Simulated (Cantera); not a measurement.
# Equilibrium for fluorocarbon and chlorocarbon gases: CF4 + HCl

A closed system holds: 1 mol CF4, a varied amount of HCl, equilibrated at 10.0 mbar.

Cantera equilibrium calculation (NASA polynomials, part measured and part estimated; ideal gas, pure solids and liquids). Candidate condensed phases: C, C6H6, C7H8, C8H18; 118 gas species. Rates play no part.

Task: Map the stable condensed phases over T = 1475, 1525, 1575, 1625, 1675, 1725, 1775, 1825, 1875, 1925 °C and n(HCl) in mol = 0.025, 0.05, 0.075, 0.1, 0.13, 0.15, 0.18, 0.2, 0.23, 0.25, 0.28.

Result: 
```
T in °C \ n(HCl) in mol
         0.025  0.05 0.075   0.1  0.13  0.15  0.18   0.2  0.23  0.25  0.28
   1925      A     A     A     A     A     A     A     A     A     A     A
   1875      A     A     A     A     A     A     A     A     A     A     A
   1825      A     A     A     A     A     A     A     A     A     A     A
   1775      A     A     A     A     A     A     A     A     A     A     A
   1725      A     A     A     A     A     A     A     A     B     B     B
   1675      A     A     A     A     A     B     B     B     B     B     B
   1625      A     A     A     B     B     B     B     B     B     B     B
   1575      A     A     B     B     B     B     B     B     B     B     B
   1525      A     B     B     B     B     B     B     B     B     B     B
   1475      B     B     B     B     B     B     B     B     B     B     B
```
A: gas only; B: C.
